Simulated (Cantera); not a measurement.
Feed: 1 mol Cu, 8.5 mol CO2, 67 mol N2, equilibrated at 750 Torr.

Cantera equilibrium calculation (NASA polynomials, part measured and part estimated; ideal gas, pure solids and liquids). Candidate condensed phases: C, Cu, CuO, Cu2O; 27 gas species. The numbers say what is thermodynamically allowed, not how fast it happens. All values below are at 1773 K.

Base state: N2 0.887, CO2 0.112, CO 0.000903, Cu 0.000394, O2 0.000366, NO 0.000168 (mole fractions); condensed: Cu(l).

Question: What changes in the equilibrium state with this change: Cu replaced by Al?

Answer: 
```
species          before    after
-------------  --------  -------
N2                0.887    0.887
CO2               0.112   0.0927
CO             0.000903   0.0199
Cu             0.000394        0
O2             0.000366  5.22e-7
NO             0.000168  6.34e-6
Cu(l), mol        0.970        0
Al2O3(s), mol         0    0.500
```
Further candidate phases: Al, AlN, Al2O3.
